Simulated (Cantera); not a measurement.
Cantera with NASA thermochemical tables; ideal gases at 1 bar, condensed phases pure. Values are per mole of reaction as written; species without (g) are pure solids or liquids, kept so even where they would boil at 1 bar.

a) 2 Si + O₂(g) = 2 SiO(g)
b) 2 Pb + O₂(g) = 2 PbO(g)
c) 4 Li + O₂(g) = 2 Li₂O
d) 2 B + O₂(g) = B₂O₂(g)

Task: Order these by ΔG° at 1150 K, most negative first.

Result: c (-890 kJ), d (-485 kJ), a (-399 kJ), b (-5 kJ)
